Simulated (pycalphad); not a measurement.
An equivalent pycalphad script:

```python
from pycalphad import Database, equilibrium, calculate, variables as v
import numpy as np
db = Database('COST507.tdb')
comps = ['MG', 'SI', 'VA']
phases = ['DIAMOND_A4', 'HCP_A3', 'LIQUID', 'MG2SI']
eq = equilibrium(db, comps, phases, {v.X('SI'): 0.902, v.T: np.arange(1650, 349, -25), v.P: 101325, v.N: 1}, output=['HM', 'SM'])
```

Source of the numbers: pycalphad with the COST 507 light-alloy database (1999); pressure 1 atm. No gas phase is included, though pure Mg would boil below 1650 K. These are 1990s assessments: newer ones move some temperatures and phases. Amounts are mole fractions of atoms. Kinetics are ignored, which matters at the lower temperatures.

Results at three of the temperatures:

```
T = 1475.00 K, P = 101325 Pa, N = 1 mol of atoms
G = -61799 J/mol, H = 38029 J/mol, S = 67.68 J/(mol K)  (SER reference)
chemical potentials (J/mol): Mg -119666, Si -55512
phase             fraction      x(Mg)      x(Si)
DIAMOND_A4          0.6385       none     1.0000
LIQUID              0.3615     0.2711     0.7289
```

```
T = 900.00 K, P = 101325 Pa, N = 1 mol of atoms
G = -29899 J/mol, H = 11193 J/mol, S = 45.66 J/(mol K)  (SER reference)
chemical potentials (J/mol): Mg -67767, Si -25785
phase             fraction      x(Mg)      x(Si)
DIAMOND_A4          0.8530       none     1.0000
MG2SI               0.1470     0.6667     0.3333
```

```
T = 850.00 K, P = 101325 Pa, N = 1 mol of atoms
G = -27653 J/mol, H = 9906 J/mol, S = 44.19 J/(mol K)  (SER reference)
chemical potentials (J/mol): Mg -65023, Si -23592
phase             fraction      x(Mg)      x(Si)
DIAMOND_A4          0.8530       none     1.0000
MG2SI               0.1470     0.6667     0.3333
```

Changes of the phase set, refined by bisection:

```
T (K)          phases above         phases below
------  -------------------  -------------------
1611.8               LIQUID  DIAMOND_A4 + LIQUID
1216.7  DIAMOND_A4 + LIQUID   DIAMOND_A4 + MG2SI
```

Database names, with the compositions (at.%) that they take in these runs: MG2SI: Mg 67 Si 33. DIAMOND_A4 is diamond (Si). An entry "none" or "no" means that the model of the phase leaves that element out.
